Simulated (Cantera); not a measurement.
A closed system holds: 1 mol B, 0.15 mol H2O, 1.4 mol H2, equilibrated at 0.0133 bar.

Cantera equilibrium calculation (NASA polynomials, part measured and part estimated; ideal gas, pure solids and liquids). Candidate condensed phases: B, B2O3, B3O3H3, H2O; 23 gas species. Mutual solubility and eutectic melting of coexisting phases are not modelled. The tables' values for BH2 are old estimates; treat these amounts as uncertain. Rates play no part.

x: gas mole fraction; n: condensed amount in mol.

| T (K) | x H2 | x HBO | x B2O2 | x BO | x H | x B2O3 | n B(s) | n B2O3(l) |
|---|---|---|---|---|---|---|---|---|
| 850 | 0.999 | 9.03e-8 | 1.47e-12 | <1e-12 | … | <1e-12 | 0.899 | 0.0491 |
| 950 | 0.999 | 2.09e-6 | 3.59e-10 | <1e-12 | … | 2.01e-11 | 0.899 | 0.0490 |
| 1050 | 0.999 | 2.62e-5 | 2.99e-8 | 1.13e-10 | … | 2.45e-9 | 0.899 | 0.0489 |
| 1150 | 0.999 | 0.000208 | 1.12e-6 | 6.53e-9 | … | 1.25e-7 | 0.899 | 0.0487 |
| 1250 | 0.998 | 0.00117 | 2.31e-5 | 1.94e-7 | … | 3.31e-6 | 0.898 | 0.0481 |
| 1350 | 0.994 | 0.00503 | 0.000299 | 3.44e-6 | … | 5.27e-5 | 0.896 | 0.0457 |
| 1450 | 0.978 | 0.0175 | 0.00268 | 4.07e-5 | … | 0.000564 | 0.887 | 0.0355 |
| 1550 | 0.932 | 0.0468 | 0.0154 | 0.000321 | … | 0.00350 | 0.858 | 0 |
| 1650 | 0.927 | 0.0531 | 0.0157 | 0.000923 | … | 0.00179 | 0.854 | 0 |
| 1750 | 0.923 | 0.0570 | 0.0147 | 0.00225 | … | 0.000876 | 0.852 | 0 |
| 1850 | 0.918 | 0.0589 | 0.0131 | 0.00484 | … | 0.000428 | 0.851 | 0 |

Problem. Some entries are withheld; supply them.

Solution. 
- 850, x H: 1.77e-10
- 950, x H: 4.82e-9
- 1050, x H: 7.02e-8
- 1150, x H: 6.46e-7
- 1250, x H: 4.18e-6
- 1350, x H: 2.06e-5
- 1450, x H: 8.10e-5
- 1550, x H: 0.000263
- 1650, x H: 0.000757
- 1750, x H: 0.00193
- 1850, x H: 0.00447
